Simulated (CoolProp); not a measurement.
Properties of ammonia along the isobar 0.101 MPa.

The numbers come from the reference Helmholtz-energy equation of state, Gao 2020 in CoolProp.

```json
[
 {"T (°C)": "37.05", "phase": "gas", "conductivity (mW/(m K))": "26.1", "Prandtl number": "0.876"},
 {"T (°C)": "57.25", "phase": "gas", "conductivity (mW/(m K))": "28.2", "Prandtl number": "0.875"},
 {"T (°C)": "77.35", "phase": "gas", "conductivity (mW/(m K))": "30.5", "Prandtl number": "0.872"},
 {"T (°C)": "97.55", "phase": "gas", "conductivity (mW/(m K))": "33.1", "Prandtl number": "0.868"},
 {"T (°C)": "117.65", "phase": "gas", "conductivity (mW/(m K))": "35.9", "Prandtl number": "0.862"},
 {"T (°C)": "137.85", "phase": "gas", "conductivity (mW/(m K))": "38.8", "Prandtl number": "0.855"},
 {"T (°C)": "157.95", "phase": "gas", "conductivity (mW/(m K))": "41.9", "Prandtl number": "0.848"},
 {"T (°C)": "178.15", "phase": "gas", "conductivity (mW/(m K))": "45.1", "Prandtl number": "0.841"},
 {"T (°C)": "198.25", "phase": "gas", "conductivity (mW/(m K))": "48.4", "Prandtl number": "0.836"},
 {"T (°C)": "218.45", "phase": "gas", "conductivity (mW/(m K))": "51.7", "Prandtl number": "0.831"},
 {"T (°C)": "238.55", "phase": "gas", "conductivity (mW/(m K))": "55.0", "Prandtl number": "0.828"},
 {"T (°C)": "258.75", "phase": "gas", "conductivity (mW/(m K))": "58.3", "Prandtl number": "0.826"},
 {"T (°C)": "278.85", "phase": "gas", "conductivity (mW/(m K))": "61.5", "Prandtl number": "0.827"},
 {"T (°C)": "299.05", "phase": "gas", "conductivity (mW/(m K))": "64.6", "Prandtl number": "0.829"},
 {"T (°C)": "319.15", "phase": "gas", "conductivity (mW/(m K))": "67.5", "Prandtl number": "0.834"},
 {"T (°C)": "339.35", "phase": "gas", "conductivity (mW/(m K))": "70.3", "Prandtl number": "0.842"}
]
```

Viscosity comes from a separate model (Fenghour 1995). Thermal conductivity comes from a separate model (Tufeu 1984).
